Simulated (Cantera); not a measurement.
Charge: 1 mol Pb, 4.9 mol H₂, 21 mol N₂, 0.25 mol CO, equilibrated at 652 °C and 0.490 bar.

Cantera equilibrium calculation (NASA polynomials, part measured and part estimated; ideal gas, pure solids and liquids). Candidate condensed phases: C, C₆H₆, C₇H₈, C₈H₁₈, H₂O, Pb, PbO, PbO₂, Pb₃O₄; 139 gas species. The numbers say what is thermodynamically allowed, not how fast it happens.

Base state: N₂ 0.806, H₂ 0.182, CO 0.00746, CH₄ 0.00199, H₂O 0.00184, CO₂ 0.000152, NH₃ 3.40e-5 (mole fractions); condensed: Pb(l).

Q: What changes in the equilibrium state with this change: temperature from 652 °C to 602 °C?

A: 
```json
[
 {"species": "N₂", "before": "0.806", "after": "0.809"},
 {"species": "H₂", "before": "0.182", "after": "0.178"},
 {"species": "CO", "before": "0.00746", "after": "0.00555"},
 {"species": "H₂O", "before": "0.00184", "after": "0.00350"},
 {"species": "CH₄", "before": "0.00199", "after": "0.00379"},
 {"species": "CO₂", "before": "0.000152", "after": "0.000289"},
 {"species": "NH₃", "before": "3.40e-5", "after": "4.92e-5"},
 {"species": "Pb(l), mol", "before": "1.000", "after": "1.000"}
]
```

Q: What changes in the equilibrium state with this change: temperature from 652 °C to 777 °C?

A: 
| species | before | after |
|---|---|---|
| N₂ | 0.806 | 0.804 |
| H₂ | 0.182 | 0.186 |
| CO | 0.00746 | 0.00915 |
| Pb | 5.45e-6 | 9.49e-5 |
| CO₂ | 0.000152 | 2.17e-5 |
| CH₄ | 0.00199 | 0.000394 |
| H₂O | 0.00184 | 0.000374 |
| NH₃ | 3.40e-5 | 1.50e-5 |
| Pb(l), mol | 1.000 | 0.998 |

Q: What changes in the equilibrium state with this change: temperature from 652 °C to 1327 °C?

A: 
| species | before | after |
|---|---|---|
| N₂ | 0.806 | 0.773 |
| H₂ | 0.182 | 0.180 |
| Pb | 5.45e-6 | 0.0368 |
| CH₄ | 0.00199 | 7.78e-7 |
| H | <1e-9 | 3.30e-5 |
| CO₂ | 0.000152 | 4.02e-7 |
| HCN | 2.92e-7 | 2.28e-5 |
| Pb(l), mol | 1.000 | 0 |
